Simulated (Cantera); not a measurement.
Thermodynamics of carbothermic reduction, feed SiO₂ + C + N₂

Feed: 1 mol SiO₂, 2.7 mol C, 0.56 mol N₂, at 7.50 Torr.

These are equilibrium values from Cantera (NASA tables, ideal gas, pure condensed phases), not measurements of a reactor. Candidate condensed phases: C, Si, SiC, SiO₂, Si₂N₂O, Si₃N₄; 34 gas species. N₂ is the only nitrogen source here; it is nearly inert below about 1500 K, so the nitride shown seldom forms there in practice. Mutual solubility and eutectic melting of coexisting phases are not modelled. The tables hold silica as quartz up to 1696 K and as liquid above; real silica turns to tridymite and cristobalite and melts near 1996 K. Equilibrium is a limit: real reactors are often held back by kinetics, nucleation or transport.

```json
[
 {"T (K)": "1073", "x N₂": "0.966", "x CO": "0.0345", "x SiO": "1.03e-10", "x CO₂": "1.68e-6", "x Si": "<1e-12", "x SiN": "<1e-12", "x Si₂C": "<1e-12", "n C(graphite)": "2.68", "n SiO₂(β-quartz)": "0.987", "n Si₂N₂O(s)": "0.00659", "n SiC(s)": "0"},
 {"T (K)": "1148", "x N₂": "0.878", "x CO": "0.122", "x SiO": "4.39e-9", "x CO₂": "6.09e-6", "x Si": "<1e-12", "x SiN": "<1e-12", "x Si₂C": "<1e-12", "n C(graphite)": "2.63", "n SiO₂(β-quartz)": "0.950", "n Si₂N₂O(s)": "0.0249", "n SiC(s)": "0"},
 {"T (K)": "1223", "x N₂": "0.655", "x CO": "0.345", "x SiO": "1.26e-7", "x CO₂": "1.64e-5", "x Si": "<1e-12", "x SiN": "<1e-12", "x Si₂C": "<1e-12", "n C(graphite)": "2.45", "n SiO₂(β-quartz)": "0.832", "n Si₂N₂O(s)": "0.0838", "n SiC(s)": "0"},
 {"T (K)": "1298", "x N₂": "0.286", "x CO": "0.714", "x SiO": "2.93e-6", "x CO₂": "2.70e-5", "x Si": "<1e-12", "x SiN": "<1e-12", "x Si₂C": "<1e-12", "n C(graphite)": "1.94", "n SiO₂(β-quartz)": "0.491", "n Si₂N₂O(s)": "0.254", "n SiC(s)": "0"},
 {"T (K)": "1373", "x N₂": "0.0471", "x CO": "0.953", "x SiO": "6.88e-5", "x CO₂": "2.06e-5", "x Si": "1.08e-11", "x SiN": "<1e-12", "x Si₂C": "<1e-12", "n C(graphite)": "1.24", "n SiO₂(β-quartz)": "0.0247", "n Si₂N₂O(s)": "0.488", "n SiC(s)": "0"},
 {"T (K)": "1448", "x N₂": "0.0387", "x CO": "0.961", "x SiO": "0.000502", "x CO₂": "9.87e-6", "x Si": "5.77e-10", "x SiN": "1.83e-11", "x Si₂C": "<1e-12", "n C(graphite)": "1.20", "n SiO₂(β-quartz)": "0", "n Si₂N₂O(s)": "0.500", "n SiC(s)": "0"},
 {"T (K)": "1523", "x N₂": "0.0698", "x CO": "0.928", "x SiO": "0.00200", "x CO₂": "4.68e-6", "x Si": "1.44e-8", "x SiN": "4.42e-10", "x Si₂C": "2.61e-11", "n C(graphite)": "1.04", "n SiO₂(β-quartz)": "0", "n Si₂N₂O(s)": "0.443", "n SiC(s)": "0.110"},
 {"T (K)": "1598", "x N₂": "0.198", "x CO": "0.796", "x SiO": "0.00664", "x CO₂": "3.18e-6", "x Si": "1.66e-7", "x SiN": "6.41e-9", "x Si₂C": "5.20e-10", "n C(graphite)": "0", "n SiO₂(β-quartz)": "0", "n Si₂N₂O(s)": "0.0895", "n SiC(s)": "0.805"},
 {"T (K)": "1673", "x N₂": "0.210", "x CO": "0.754", "x SiO": "0.0366", "x CO₂": "3.48e-6", "x Si": "2.01e-6", "x SiN": "6.11e-8", "x Si₂C": "1.03e-8", "n C(graphite)": "0", "n SiO₂(β-quartz)": "0", "n Si₂N₂O(s)": "0.0394", "n SiC(s)": "0.830"},
 {"T (K)": "1748", "x N₂": "0.219", "x CO": "0.723", "x SiO": "0.0586", "x CO₂": "2.22e-6", "x Si": "1.13e-5", "x SiN": "2.75e-7", "x Si₂C": "9.04e-8", "n C(graphite)": "0", "n SiO₂(β-quartz)": "0", "n Si₂N₂O(s)": "0", "n SiC(s)": "0.850"}
]
```
x: gas mole fraction; n: condensed amount in mol.

From 1073 K to 1373 K the condensed part is C(graphite) + SiO₂(β-quartz) + Si₂N₂O(s). At 1448 K the condensed part is C(graphite) + Si₂N₂O(s). At 1523 K the condensed part is C(graphite) + SiC(s) + Si₂N₂O(s). From 1598 K to 1673 K the condensed part is SiC(s) + Si₂N₂O(s). At 1748 K the condensed part is SiC(s).
